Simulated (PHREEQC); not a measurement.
**Brine**

A solution holds 1.5 mol/kgw NaCl, 0.091 mol/kgw K2SO4 and 0.15 mol/kgw KBr, at 30 °C. Closed to the air; pH follows from the charge balance.

Equilibrium calculation in PHREEQC: Pitzer model, pitzer.dat.

No solid was allowed to form.

Problem. Estimate the activity of water.

Solution. activity of water 0.941.
